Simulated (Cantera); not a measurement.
Charge: 1 mol SiCl₄, 0.008 mol C₃H₈, 17 mol H₂, 0.038 mol C₂H₂, at 2.60 mbar.

Equilibrium computed with Cantera from the NASA thermochemical tables; the gas is ideal and each condensed phase is pure. Candidate condensed phases: C, C₆H₆, C₇H₈, C₈H₁₈, Si, SiC; 109 gas species. Mutual solubility and eutectic melting of coexisting phases are not modelled. Gases not in the tables: Si₂H₆ and higher silanes. Kinetics and transport are ignored.

Q: Which condensed phases are stable at each of these points (T (°C)): 777, 877, 977, 1077, 1177, 1277, 1377, 1477, 1577, 1677?

A: 
```
T (°C)  condensed phases  Si condensed (%)
------  ----------------  ----------------
777       Si(s) + SiC(s)              15.9
877       Si(s) + SiC(s)              19.1
977       Si(s) + SiC(s)              15.5
1077      Si(s) + SiC(s)              11.7
1177              SiC(s)              10.0
1277              SiC(s)              10.0
1377              SiC(s)              10.0
1477              SiC(s)              10.0
1577              SiC(s)               9.9
1677              SiC(s)               9.7
```

From 777 °C to 1077 °C the condensed part is Si(s) + SiC(s). From 1177 °C to 1677 °C the condensed part is SiC(s).
